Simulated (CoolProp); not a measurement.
A closed Brayton cycle with carbon dioxide: compressor inlet 315.15 K and 9.2 MPa, high pressure 26.3 MPa, turbine inlet 980 K, compressor efficiency 0.85, turbine efficiency 0.93, recuperator effectiveness 0.95 (on enthalpy, no pinch check). Each further row changes one setting.

Values from CoolProp's reference Helmholtz-energy equation of state, Span 1996.

```json
[
 {"case": "as stated", "thermal efficiency (%)": "43.5", "net work (kJ/kg)": "136", "compressor to turbine work": "0.21", "compressor exit (K)": "369.1", "turbine exit (K)": "835.3"},
 {"case": "turbine inlet 930 K", "thermal efficiency (%)": "42.1", "net work (kJ/kg)": "126", "compressor to turbine work": "0.22", "compressor exit (K)": "369.1", "turbine exit (K)": "790.2"},
 {"case": "compressor inlet 325.15 K", "thermal efficiency (%)": "42.7", "net work (kJ/kg)": "121", "compressor to turbine work": "0.29", "compressor exit (K)": "[?]", "turbine exit (K)": "835.3"},
 {"case": "high pressure 22.4 MPa", "thermal efficiency (%)": "[?]", "net work (kJ/kg)": "[?]", "compressor to turbine work": "0.19", "compressor exit (K)": "360.4", "turbine exit (K)": "856.6"},
 {"case": "recuperator effectiveness 0.5", "thermal efficiency (%)": "[?]", "net work (kJ/kg)": "136", "compressor to turbine work": "0.21", "compressor exit (K)": "369.1", "turbine exit (K)": "835.3"}
]
```

Question: Some entries are withheld; supply them.

Answer: 
- compressor inlet 325.15 K, compressor exit (K): 405.4
- high pressure 22.4 MPa, thermal efficiency (%): 41.7
- high pressure 22.4 MPa, net work (kJ/kg): 118
- recuperator effectiveness 0.5, thermal efficiency (%): 24.2
